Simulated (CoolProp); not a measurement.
Properties of decamethylcyclopentasiloxane (D5) along the isobar 6.91 bar (Tc = 345.1 °C, pc = 10.78 bar, ω = 0.631).

The numbers come from the reference Helmholtz-energy equation of state, Thol 2019 in CoolProp.

```
T (°C)   phase        Z  cp (kJ/(kg K))  cv (kJ/(kg K))  isothermal compressibility (1/MPa)  fugacity coefficient
------  ------  -------  --------------  --------------  ----------------------------------  --------------------
6.75    liquid   0.1130           1.698           1.418                            0.001252              5.493e-6
35.15   liquid      ___           1.721           1.456                            0.001554              7.263e-5
63.45   liquid      ___           1.754           1.499                            0.001941             0.0005398
91.75   liquid  0.09555           1.793           1.547                            0.002454              0.002648
120.15  liquid  0.09182           1.836           1.598                            0.003151              0.009540
148.45  liquid  0.08892           1.883           1.649                            0.004128               0.02691
176.85  liquid      ___           1.932           1.701                            0.005570               0.06311
205.15  liquid  0.08540           1.983           1.751                            0.007815                0.1271
233.45  liquid      ___           2.039           1.801                             0.01165                0.2270
261.85  liquid  0.08559           2.104           1.850                             0.01923                0.3678
290.15  liquid  0.08834           2.196           1.898                             0.03878                0.5470
318.55     gas   0.6244           2.138           1.926                               2.918                0.7337
346.85     gas   0.7214           2.069           1.959                               2.177                0.7800
```

Question: Some entries are withheld; supply them.

Answer: 
- 35.15, Z: 0.1059
- 63.45, Z: 0.1002
- 176.85, Z: 0.08677
- 233.45, Z: 0.08490
